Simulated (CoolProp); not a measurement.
Vapour-liquid equilibrium of isobutene (1) + acetone (2) at 240 K; x and y are mole fractions of (1).

Computed with CoolProp (multi-fluid Helmholtz-energy mixture model, Lemmon 2005 and Lemmon 2006; pair parameters Bell 2016).

Q: Give the bubble pressure and the first vapour's composition at x = 0.05, 0.65, 0.8. Is there an azeotrope?

A: x = 0.05: 0.006915 MPa, y = 0.833; x = 0.65: 0.02712 MPa, y = 0.969; x = 0.8: 0.02841 MPa, y = 0.974. No azeotrope shows between x = 0.05 and 0.95.

Pair parameters are fitted to limited data, so mixtures are less certain than the pure fluids. With so large a gap from Raoult's law the liquid may split in two, which this calculation doesn't test in full.
